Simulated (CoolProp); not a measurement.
R123 along the isobar 11 MPa: Z from the reference equation and from simpler models built on Tc = 456.8 K, pc = 3.662 MPa, ω = 0.282; each cubic takes its own stable root.

Model: reference Helmholtz-energy equation of state, Younglove 1994, in CoolProp. It is a modified Benedict-Webb-Rubin equation, recast in Helmholtz form.

| T (K) | phase | reference | van der Waals | Redlich-Kwong | Soave-Redlich-Kwong | Peng-Robinson |
|---|---|---|---|---|---|---|
| 283.1 | liquid | 0.4680 | 0.7523 | 0.5244 | 0.5107 | 0.4541 |
| 292 | liquid | 0.4598 | 0.7362 | 0.5149 | 0.5010 | 0.4453 |
| 300.9 | liquid | 0.4523 | 0.7212 | 0.5064 | 0.4922 | 0.4374 |
| 309.8 | liquid | 0.4455 | 0.7074 | 0.4987 | 0.4843 | 0.4303 |
| 318.7 | liquid | 0.4393 | 0.6945 | 0.4917 | 0.4773 | 0.4239 |
| 327.6 | liquid | 0.4337 | 0.6827 | 0.4855 | 0.4710 | 0.4183 |
| 336.5 | liquid | 0.4287 | 0.6716 | 0.4800 | 0.4655 | 0.4133 |
| 345.4 | liquid | 0.4242 | 0.6615 | 0.4752 | 0.4608 | 0.4091 |
| 354.4 | liquid | 0.4203 | 0.6520 | 0.4711 | 0.4568 | 0.4056 |
| 363.3 | liquid | 0.4169 | 0.6434 | 0.4676 | 0.4536 | 0.4028 |
| 372.2 | liquid | 0.4141 | 0.6355 | 0.4648 | 0.4511 | 0.4007 |
| 381.1 | liquid | 0.4118 | 0.6283 | 0.4627 | 0.4494 | 0.3993 |
| 390 | liquid | 0.4101 | 0.6217 | 0.4612 | 0.4485 | 0.3987 |
